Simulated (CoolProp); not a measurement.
Vapour-liquid equilibrium of benzene (1) + n-heptane (2) at 0.392 MPa; x and y are mole fractions of (1).

The numbers come from the multi-fluid Helmholtz-energy mixture model, Thol 2012 and Span 2003; pair parameters Bell 2016 in CoolProp.

Give the bubble temperature and the first vapour's composition at x = 0.35, 0.75, 0.85. Is there an azeotrope?

x = 0.35: 413.9 K, y = 0.472; x = 0.75: 406.6 K, y = 0.800; x = 0.85: 405.6 K, y = 0.875. No azeotrope shows between x = 0.05 and 0.95.

The pair parameters rest on a limited set of measurements; away from them the model extrapolates.
